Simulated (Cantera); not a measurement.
Input (Python, Cantera) and output of one run.

```python
import numpy as np
import cantera as ct

gas_names = """
    C CH CH2 CH3 CH2OH CH3O CH4 CH3OH CO CO2 COOH C2 C2H CHCO,ketyl C2H2,acetylene C2H2,vinylidene
    CH2CO,ketene C2H3,vinyl CH3CO,acetyl C2H4 C2H4O,ethylen CH3CHO,ethanal CH3COOH (HCOOH)2 C2H5 C2H6
    CH3OCH3 C2H5OH C2O C3 C3H3,propargyl C3H4,allene C3H4,propyne C3H4,cyclo- C3H5,allyl C3H6,propylene
    C3H6,cyclo- C3H6O C3H7,n-propyl C3H7,i-propyl C3H8 C3H8O,1propanol C3H8O,2propanol C3O2 C4 C4H2
    C4H4,1,3-cyclo- C4H6,butadiene C4H6,2-butyne C4H6,cyclo- C4H8,1-butene C4H8,cis2-buten
    C4H8,tr2-butene C4H8,isobutene C4H8,cyclo- (CH3COOH)2 C4H9,n-butyl C4H9,i-butyl C4H9,s-butyl
    C4H9,t-butyl C4H10,isobutane C4H10,n-butane C5 C5H6,1,3cyclo- C5H8,cyclo- C5H10,1-pentene
    C5H10,cyclo- C5H11,pentyl C5H11,t-pentyl C5H12,n-pentane C5H12,i-pentane CH3C(CH3)2CH3 C6H2
    C6H5,phenyl C6H5O,phenoxy C6H6 C6H5OH,phenol C6H10,cyclo- C6H12,1-hexene C6H12,cyclo- C6H13,n-hexyl
    C7H7,benzyl C7H8 C7H8O,cresol C7H14,1-heptene C7H15,n-heptyl C7H16,n-heptane C8H8,styrene
    C8H10,ethylbenz C8H16,1-octene C8H17,n-octyl C8H18,isooctane C8H18,n-octane C9H19,n-nonyl
    C10H8,naphthale C10H21,n-decyl C12H9,o-bipheny C12H10,bipheny H HCO HO2 H2 HCHO,formaldehy HCOOH H2O
    H2O2 O OH O2 O3
""".split()
cond_names = """
    C(gr) C6H6(L) C7H8(L) C8H18(L),n-octa H2O(s) H2O(L)
""".split()


def load(file, names, dense=False):
    # The tables refer to 1 bar. Condensed volumes are neglected.
    table = {s.name: s for s in ct.Species.list_from_file(file)}
    out = []
    for n in names:
        d = dict(table[n].input_data)
        d["thermo"] = dict(d["thermo"], **{"reference-pressure": 1e5})
        if dense:
            d["equation-of-state"] = {"model": "constant-volume", "density": "1e6 g/cm^3"}
        out.append(ct.Species.from_dict(d))
    return out


gas = ct.Solution(thermo="ideal-gas", species=load("nasa_gas.yaml", gas_names))
cond = {s.name: ct.Solution(thermo="fixed-stoichiometry", species=[s], name=s.name)
        for s in load("nasa_condensed.yaml", cond_names, dense=True)}
atoms = {
    'toluene': {'C': 7, 'H': 8},
    'CO2': {'C': 1, 'O': 2},
    'H2': {'H': 2},
}
top_T = {'C(gr)': 4500}  # K; cautious upper limits of use, not melting points


def equilibrate(T, P, feed):
    n = {}
    for name, mol in feed.items():
        for a, k in atoms[name].items():
            n[a] = n.get(a, 0.0) + k * mol
    gas.TPX = T, P, n
    mass = sum(n.values()) * gas.mean_molecular_weight
    gas.equilibrate("TP")
    valid = [c for c in cond.values() if c.min_temp <= T <= top_T.get(c.name, c.max_temp)]
    mix = ct.Mixture([(gas, mass / gas.mean_molecular_weight)] + [(c, 0.0) for c in valid])
    mix.T, mix.P = T, P
    mix.equilibrate("TP", solver="vcs", rtol=1e-11, max_steps=5000)
    return mix


results = []
feed = {'toluene': 1, 'CO2': 0.26, 'H2': 8.5}  # mol
T = 2300  # K
P = 9600000  # Pa
mix = equilibrate(T, P, feed)
results.append((T, P, feed, dict(zip(mix.species_names, mix.species_moles))))
print(gas.report(threshold=1e-05))
for i in range(1, mix.n_phases):
    print(f"{mix.phase(i).name:16s} {mix.phase_moles(i):12.5e} mol")
```

Result:

```
       temperature   2300 K
          pressure   9.6e+06 Pa
           density   1.7277 kg/m^3
  mean mol. weight   3.4416 kg/kmol
   phase of matter   gas

                          1 kg             1 kmol
                     ---------------   ---------------
          enthalpy        1.7737e+07        6.1043e+07  J
   internal energy         1.218e+07         4.192e+07  J
           entropy             47587        1.6377e+05  J/K
    Gibbs function       -9.1713e+07       -3.1564e+08  J
 heat capacity c_p             10671             36725  J/K
 heat capacity c_v              8255             28410  J/K

                      mass frac. Y      mole frac. X     chem. pot. / RT
                     ---------------   ---------------   ---------------
               CH3         0.0015072          0.000345           -26.228
               CH4          0.083826          0.017982           -33.947
                CO           0.32977          0.040518            -32.61
    C2H2,acetylene          0.030581         0.0040421           -21.581
              C2H4         0.0046526        0.00057076           -37.019
      C3H4,propyne        0.00019007        1.6327e-05           -40.091
                 H        0.00027979        0.00095527           -7.7186
                H2           0.54792           0.93537           -15.437
               H2O        0.00079602        0.00015207           -44.975
     [ +101 minor]        0.00047828        4.4849e-05

C(gr)             6.38767e+00 mol
```

Equilibrium computed with Cantera from the NASA thermochemical tables; the gas is ideal and each condensed phase is pure. The ideal-gas law is rough above about 30 bar.
